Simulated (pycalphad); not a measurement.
Computed with pycalphad from the COST 507 light-alloy database (1999), at 1 atm. The database dates from 1999; later assessments differ in places, in temperatures and in the compounds included. The system is extrapolated from its subsystems; higher-order compounds may be missing.

How does the equilibrium phase assembly of Al-1.09Sn-1.454Si (wt.%) change on cooling from 1850 K to 530 K?


```tsv
T (K)	phases above	phases below
923.2	liquid	fcc + liquid
829.7	fcc + liquid	diamond (Si) + fcc + liquid
```
Changes were sought between steps of 40 K, so a narrower field can be missed.
